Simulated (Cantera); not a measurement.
A closed system holds: 1 mol NiS, 680 mol H2, held at 0.110 bar.

These are equilibrium values from Cantera (NASA tables, ideal gas, pure condensed phases), not measurements of a reactor. Candidate condensed phases: Ni, NiS, NiS2, Ni3S2, Ni3S4, S; 9 gas species. Equilibrium is a limit: real reactors are often held back by kinetics, nucleation or transport.

Question: Which condensed phases are stable at each of these points (T (K)): 625, 775, 925, 1075, 1225, 1375, 1525, 1675, 1825, 1975, 2125?

Answer: 
| T (K) | condensed phases | Ni condensed (%) |
|---|---|---|
| 625 | Ni3S2(s) | 100.0 |
| 775 | Ni3S2(s) | 100.0 |
| 925 | Ni(s) | 100.0 |
| 1075 | Ni(s) | 100.0 |
| 1225 | Ni(s) | 100.0 |
| 1375 | Ni(s) | 100.0 |
| 1525 | Ni(s) | 99.9 |
| 1675 | Ni(s) | 98.9 |
| 1825 | Ni(l) | 87.8 |
| 1975 | Ni(l) | 11.5 |
| 2125 | gas only | 0.0 |

From 625 K to 775 K the condensed part is Ni3S2(s). From 925 K to 1675 K the condensed part is Ni(s). From 1825 K to 1975 K the condensed part is Ni(l). At 2125 K nothing is condensed.
